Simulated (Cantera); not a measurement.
A Cantera script and what it prints.

```python
import numpy as np
import cantera as ct

gas_names = [...]  # 62 gases of nasa_gas.yaml made of B, F, H, N, O
cond_names = """
    B(b) B(L) BN(s) B2O3(L) B3O3H3(cr) H2O(s) H2O(L)
""".split()


# ... load() reads the species with a 1 bar reference pressure and builds the phases ...
atoms = {
    'BF3': {'B': 1, 'F': 3},
    'O2': {'O': 2},
    'H2': {'H': 2},
    'NH3': {'N': 1, 'H': 3},
}
top_T = {'BN(s)': 3200}  # K; cautious upper limits of use, not melting points


# ... equilibrate(T, P, feed) seeds the gas with the atoms and calls Mixture.equilibrate('TP', solver="vcs", rtol=1e-11, max_steps=5000) ...
results = []
T = 1748.15  # K
P = 72000  # Pa
for m in [4.1, 7.4, 13, 24, 44, 79, 140]:
    feed = {'BF3': 1, 'O2': 3.6, 'H2': m, 'NH3': 1.2}  # mol
    mix = equilibrate(T, P, feed)
    results.append((T, P, feed, dict(zip(mix.species_names, mix.species_moles))))

top = {s: max(r[3][s] / sum(r[3][g] for g in gas_names) for r in results) for s in gas_names}
cols = sorted((s for s in top if top[s] > 1e-05), key=lambda s: -top[s])[:6]
seen = [c for c in cond_names if any(r[3].get(c, 0) > 1e-12 for r in results)]
print("log10 of partial pressures in bar; condensed amounts in mol")
print(f"{'n(H2)':>10s}" + "".join(f"{s[:9]:>10s}" for s in cols + seen))
for T, P, feed, n in results:
    ng = sum(n[g] for g in gas_names)
    print(f"{feed['H2']:10.4g}" + "".join(f"{np.log10(max(n[s] / ng * P / 1e5, 1e-99)):10.3f}" for s in cols)
          + "".join(f"{n.get(c, 0):10.4g}" for c in seen))
```

Result:

```
log10 of partial pressures in bar; condensed amounts in mol
     n(H2)        H2       H2O        HF        O2        N2       BOF
       4.1    -4.285    -0.447    -0.733    -1.293    -1.326    -1.359
       7.4    -0.913    -0.454    -0.829    -8.050    -1.436    -1.503
        13    -0.502    -0.623    -0.996    -9.211    -1.605    -1.668
        24    -0.327    -0.837    -1.207    -9.989    -1.818    -1.878
        44    -0.241    -1.068    -1.437   -10.624    -2.049    -2.109
        79    -0.197    -1.305    -1.672   -11.185    -2.286    -2.346
       140    -0.173    -1.543    -1.909   -11.708    -2.524    -2.588
```

Method: chemical equilibrium by Gibbs-energy minimisation in Cantera with the NASA 1993 tables (ideal gas, pure condensed phases).
